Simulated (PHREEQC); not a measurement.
A solution holds 0.011 mol/kgw K2CO3 and 0.00038 mol/kgw KH2PO4, at 15 °C. Closed to the air; pH follows from the charge balance.

Computed with PHREEQC (ion-association model, phreeqc.dat).

Each row changes one thing in this solution. Precipitation was switched off in this run.

```
case                                                 pH  ionic strength (mol/kgw)
------------------------------------------------  -----  ------------------------
as made                                           11.14                    0.0326
KH2PO4 replaced by KBr at the same molality       11.25                    0.0324
K2CO3 from 0.011 to 0.0121 mol/kgw                11.17                    0.0359
K2CO3 replaced by KHF2 at the same molality        3.12                    0.0122
K2CO3 replaced by (NH4)2CO3 at the same molality   9.47                    0.0151
K2CO3 from 0.011 to 0.022 mol/kgw                 11.29                    0.0653
diluted 5-fold with water                         10.89                   0.00629
0.0003 mol/kgw NaOH added                         11.21                    0.0331
KH2PO4 left out                                   11.25                    0.0321
```

Carbamate, which ammonia and carbonate form, is missing from the database.
